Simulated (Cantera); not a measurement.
Charge: 1 mol SiHCl₃, 0.21 mol C₂H₂, 830 mol H₂, equilibrated at 2050 K and 430 Pa.

Method: chemical equilibrium by Gibbs-energy minimisation in Cantera with the NASA 1993 tables (ideal gas, pure condensed phases). Candidate condensed phases: C, C₆H₆, C₇H₈, C₈H₁₈, Si, SiC; 109 gas species. Equilibrium is a limit: real reactors are often held back by kinetics, nucleation or transport.

Base state: H₂ 0.961, H 0.0339, HCl 0.00344, Si 0.00108, C₂H₂ (acetylene) 0.000227, Cl 8.99e-5, SiH 4.19e-5, Si₂C 1.56e-5 (mole fractions); condensed: gas only.

Question: What changes in the equilibrium state with this change: temperature from 2050 K to 1875 K?

Answer: 
```csv
species,before,after
H₂,0.961,0.986
H,0.0339,0.00993
HCl,0.00344,0.00353
Si,0.00108,0.000619
SiC₂,1.24e-5,1.78e-7
C₂H₂ (acetylene),0.000227,4.06e-6
SiCl₂,1.67e-6,1.04e-5
Cl,8.99e-5,2.69e-5
"SiC(s), mol",0,0.405
```
Gases not in the tables: Si₂H₆ and higher silanes.

Question: What changes in the equilibrium state with this change: SiHCl₃ replaced by (CH₃)₂SiCl₂?

Answer: 
| species | before | after |
|---|---|---|
| H₂ | 0.961 | 0.962 |
| H | 0.0339 | 0.0339 |
| HCl | 0.00344 | 0.00229 |
| C₂H₂ (acetylene) | 0.000227 | 0.00102 |
| Si | 0.00108 | 0.00101 |
| SiC₂ | 1.24e-5 | 5.26e-5 |
| Si₂C | 1.56e-5 | 2.93e-5 |
| Cl | 8.99e-5 | 5.98e-5 |
| SiH | 4.19e-5 | 3.94e-5 |
| C(graphite), mol | 0 | 0.566 |
The feed counts by its element totals alone.
